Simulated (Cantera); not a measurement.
Input: 1 mol Si2Cl6, 240 mol H2, held at 750 °C and 13.3 mbar.

Equilibrium computed with Cantera from the NASA thermochemical tables; the gas is ideal and each condensed phase is pure. Candidate condensed phases: Si; 19 gas species. The feed counts by its element totals alone. The tables' values for SiCl3 are old estimates; treat these amounts as uncertain. Kinetics and transport are ignored.

Base state: H2 0.982, HCl 0.0149, SiCl4 0.00148, SiHCl3 0.000828, SiCl2 0.000403, SiCl3 0.000168, SiH2Cl2 5.11e-5 (mole fractions); condensed: Si(s).

Problem. What changes in the equilibrium state with this change: Si2Cl6 replaced by SiH4?

Solution. 
| species | before | after |
|---|---|---|
| H2 | 0.982 | 1.00 |
| HCl | 0.0149 | 0 |
| SiCl4 | 0.00148 | 0 |
| SiHCl3 | 0.000828 | 0 |
| SiCl2 | 0.000403 | 0 |
| Si(s), mol | 1.29 | 1.000 |
